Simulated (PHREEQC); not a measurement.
Dissolve 0.0044 mol/kgw TMAH, 0.0046 mol/kgw K2SiO3 and 0.00018 mol/kgw K2CO3 at 35 °C. Closed to the air; pH follows from the charge balance.

Model: ion-association model, phreeqc.dat, run in PHREEQC.

Task: The ionic strength comes out as 0.0144 mol/kgw. What activity coefficients do HCO3-, CO3-2, H2SiO4-2, OH-, K+ get?

Result: HCO3- 0.89, CO3-2 0.62, H2SiO4-2 0.62, OH- 0.88, K+ 0.88.

No solid was allowed to form. (CH3)4N+ isn't in the database: it is added as a free cation with an ion size of 4 Å.
